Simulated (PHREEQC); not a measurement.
Solution (38 °C): 0.0014 mol NH3, 7.5e-05 mol NaAlO2 and 0.21 mol Na2CO3 per kg of water. Closed to the air; pH follows from the charge balance.

The numbers come from PHREEQC with the ion-association model, wateq4f.dat.

No solid was allowed to form.

Estimate the pH, activity of water, ionic strength.

pH 11.01; activity of water 0.992; ionic strength 0.333 mol/kgw.

In which forms is Na present?

Na+ 65 %, NaCO3- 35 % of the Na.

Away from 25 °C the constants follow the database's enthalpies or fits; those with neither stay at their 25 °C values.
